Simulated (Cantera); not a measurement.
Input (Python, Cantera):

```python
import numpy as np
import cantera as ct

gas = ct.Solution("gri30.yaml")
gas.TPX = 1750, 13332, {'C2H6': 1, 'N2': 87}
inlet = ct.Reservoir(gas, clone=True)

reactor = ct.IdealGasConstPressureReactor(gas, energy="off", clone=False)
exhaust = ct.Reservoir(gas, clone=True)
tau = [1.2, 0.69, 0.39, 0.22, 0.13, 0.072, 0.041, 0.023, 0.013, 0.0075][0]
for a, b in ((inlet, reactor), (reactor, exhaust)):
    ct.MassFlowController(a, b, mdot=lambda t: reactor.mass / tau)
net = ct.ReactorNet([reactor])
show = ['C2H6', 'C2H2', 'C2H', 'C2H4', 'HCN', 'CH3', 'CH2']

rows = []
print(f"{'tau/s':>10s}{'T/K':>9s}" + "".join(f"{s:>11s}" for s in show))
for tau in [1.2, 0.69, 0.39, 0.22, 0.13, 0.072, 0.041, 0.023, 0.013, 0.0075]:
    net.initial_time = 0.0
    net.advance(30 * tau)
    before = gas.X
    net.advance(40 * tau)
    drift = np.max(np.abs(gas.X - before) / (gas.X + 1e-9))
    rows.append([gas.T, *gas[show].X, drift])
    print(f"{tau:10.3e}{gas.T:9.1f}" + "".join(f"{x:11.3e}" for x in gas[show].X))
```

Result:

```
     tau/s      T/K       C2H6       C2H2        C2H       C2H4        HCN        CH3        CH2
 1.200e+00   1750.0  1.314e-06  1.068e-02  5.593e-07  1.009e-05  2.417e-04  7.860e-05  5.800e-07
 6.900e-01   1750.0  2.186e-06  1.064e-02  6.205e-07  1.533e-05  2.141e-04  1.005e-04  8.068e-07
 3.900e-01   1750.0  3.683e-06  1.059e-02  6.926e-07  2.382e-05  1.887e-04  1.292e-04  1.129e-06
 2.200e-01   1750.0  6.203e-06  1.051e-02  7.727e-07  3.733e-05  1.647e-04  1.662e-04  1.571e-06
 1.300e-01   1750.0  1.001e-05  1.043e-02  8.517e-07  5.671e-05  1.436e-04  2.098e-04  2.110e-06
 7.200e-02   1750.0  1.714e-05  1.030e-02  9.451e-07  9.112e-05  1.209e-04  2.732e-04  2.905e-06
 4.100e-02   1750.0  2.865e-05  1.013e-02  1.038e-06  1.435e-04  1.009e-04  3.522e-04  3.889e-06
 2.300e-02   1750.0  4.856e-05  9.889e-03  1.135e-06  2.287e-04  8.235e-05  4.586e-04  5.177e-06
 1.300e-02   1750.0  8.176e-05  9.566e-03  1.231e-06  3.606e-04  6.626e-05  5.965e-04  6.765e-06
 7.500e-03   1750.0  1.351e-04  9.142e-03  1.321e-06  5.544e-04  5.293e-05  7.698e-04  8.626e-06
```

Detailed kinetics in Cantera: GRI-Mech 3.0 (53 species, 325 reactions). GRI-Mech 3.0 stops at C3 and has no aromatics, soot or wall deposition, so with more carbon than oxygen in the feed, carbon stays in small species such as C2H2 where larger ones or solid carbon would form.
